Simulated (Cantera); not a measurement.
What does this Cantera script print?

```python
import numpy as np
import cantera as ct

gas = ct.Solution("gri30.yaml")
gas.TPX = 700, 690000, {'CH4': 1, 'C2H6': 1.3, 'O2': 5.04, 'N2': 18.9}
flame = ct.FreeFlame(gas, width=0.01)
flame.set_refine_criteria(ratio=3, slope=0.08, curve=0.16)
flame.transport_model = "mixture-averaged"
flame.solve(loglevel=0, auto=True)
flame.transport_model = "multicomponent"
flame.soret_enabled = True
flame.solve(loglevel=0, refine_grid=True)
z, T = flame.grid, flame.T
thick = (T[-1] - T[0]) / np.gradient(T, z).max()
show = ['CH4', 'C2H6', 'O2', 'HCO', 'NO', 'C2H']
print(f"laminar burning velocity  {flame.velocity[0] * 100:.3f} cm/s")
print(f"burnt temperature         {T[-1]:.1f} K")
print(f"thermal thickness         {thick * 1e3:.4f} mm")
print(f"grid points               {len(z)}")
z0 = z[flame.heat_release_rate.argmax()]
print(f"{'z/mm':>9s}{'T/K':>9s}{'u/(m/s)':>9s}" + "".join(f"{s:>11s}" for s in show))
rows = []
for k in (-3, -2, -1.5, -1, -0.5, -0.25, 0, 0.25, 0.5, 1, 2, 4, 8):
    zz = z0 + k * thick
    rows.append([k * thick, np.interp(zz, z, T), np.interp(zz, z, flame.velocity),
                 *(np.interp(zz, z, flame.X[gas.species_index(s)]) for s in show)])
    print(f"{rows[-1][0] * 1e3:9.3f}{rows[-1][1]:9.1f}{rows[-1][2]:9.3f}" + "".join(f"{x:11.3e}" for x in rows[-1][3:]))
```

It prints:

```
laminar burning velocity  98.144 cm/s
burnt temperature         2386.5 K
thermal thickness         0.0638 mm
grid points               148
     z/mm      T/K  u/(m/s)        CH4       C2H6         O2        HCO         NO        C2H
   -0.191    700.4    0.984  3.801e-02  4.945e-02  1.917e-01 -2.498e-16  1.402e-09 -2.479e-17
   -0.128    704.6    0.993  3.769e-02  4.930e-02  1.907e-01  7.227e-15  1.606e-08 -2.913e-17
   -0.096    719.7    1.018  3.699e-02  4.903e-02  1.889e-01  2.756e-13  7.848e-08 -3.678e-16
   -0.064    808.4    1.155  3.444e-02  4.711e-02  1.798e-01  1.506e-10  6.169e-07  1.564e-15
   -0.032   1228.3    1.805  2.573e-02  2.991e-02  1.345e-01  9.716e-07  7.451e-06  1.016e-09
   -0.016   1626.3    2.449  1.715e-02  1.012e-02  8.796e-02  1.949e-05  1.896e-05  1.741e-07
    0.000   1995.8    3.060  6.634e-03  5.164e-04  4.148e-02  3.790e-05  3.750e-05  3.924e-06
    0.016   2188.1    3.367  1.228e-03  4.411e-06  1.540e-02  1.942e-05  6.666e-05  5.434e-06
    0.032   2255.8    3.464  1.742e-04  7.148e-08  5.695e-03  5.101e-06  9.541e-05  1.614e-06
    0.064   2299.7    3.518  4.678e-06  5.550e-11  1.398e-03  6.170e-07  1.259e-04  6.428e-08
    0.128   2334.9    3.563  3.116e-08  5.550e-15  5.100e-04  3.399e-07  1.427e-04  4.822e-10
    0.255   2362.4    3.600  1.282e-10  1.509e-16  2.098e-04  2.154e-07  1.498e-04  1.505e-12
    0.510   2378.6    3.622  4.272e-12  6.820e-18  8.221e-05  1.355e-07  1.531e-04  5.679e-15
```

Computed with Cantera and GRI-Mech 3.0 (53 species, 325 reactions). Burning velocities carry a grid error of a few per cent, more on coarse grids.
